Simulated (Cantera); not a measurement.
Input (Python, Cantera) and output of one run.

```python
import numpy as np
import cantera as ct

gas_names = """
    N2O N2 F2
""".split()
cond_names = """
    CuF2(s) CuF2(L) Cu2O(s) Cu2O(L)
""".split()


def load(file, names, dense=False):
    # The tables refer to 1 bar. Condensed volumes are neglected.
    table = {s.name: s for s in ct.Species.list_from_file(file)}
    out = []
    for n in names:
        d = dict(table[n].input_data)
        d["thermo"] = dict(d["thermo"], **{"reference-pressure": 1e5})
        if dense:
            d["equation-of-state"] = {"model": "constant-volume", "density": "1e6 g/cm^3"}
        out.append(ct.Species.from_dict(d))
    return out


species = {s.name: s for s in load("nasa_gas.yaml", gas_names) + load("nasa_condensed.yaml", cond_names)}
# Each term lists the table entries of one substance; the one whose range holds T is used.
reactions = {
    '2 CuF2 + N2O(g) = N2(g) + 2 F2(g) + Cu2O':
        [(-2, ['CuF2(s)', 'CuF2(L)']), (-1, ['N2O']), (1, ['N2']), (2, ['F2']), (1, ['Cu2O(s)', 'Cu2O(L)'])],
}


def pick(names, T):
    return next(species[n] for n in names if species[n].thermo.min_temp <= T <= species[n].thermo.max_temp)


results = []
for label, terms in reactions.items():
    print(label)
    print("     T/K   dH/kJ  dS/(J/K)   dG/kJ   log10 K")
    for T in [300, 1575, 1625, 1675, 1725, 1775, 1825, 1875, 1925, 1975]:
        used = [(nu, pick(names, T)) for nu, names in terms]
        dH = sum(nu * s.thermo.h(T) for nu, s in used) / 1e6
        dS = sum(nu * s.thermo.s(T) for nu, s in used) / 1e3
        dG = dH - T * dS / 1e3
        logK = -dG * 1e6 / (ct.gas_constant * T * np.log(10))
        results.append((label, T, dH, dS, dG, logK, [s.name for _, s in used]))
        print(f"{T:8g} {dH:8.1f} {dS:8.1f} {dG:8.1f} {logK:8.2f}")
```

Result:

```
2 CuF2 + N2O(g) = N2(g) + 2 F2(g) + Cu2O
     T/K   dH/kJ  dS/(J/K)   dG/kJ   log10 K
     300    825.5    314.6    731.1  -127.30
    1575    721.6    191.4    420.2   -13.94
    1625    719.2    189.9    410.7   -13.20
    1675    716.8    188.4    401.2   -12.51
    1725    714.4    187.0    391.8   -11.86
    1775    712.0    185.6    382.5   -11.26
    1825    709.6    184.3    373.3   -10.68
    1875    707.1    183.0    364.1   -10.14
    1925    704.7    181.7    355.0    -9.63
    1975    702.3    180.5    345.9    -9.15
```

Cantera with NASA thermochemical tables; ideal gases at 1 bar, condensed phases pure. Condensed species are held in their standard states even where they would react or evaporate.
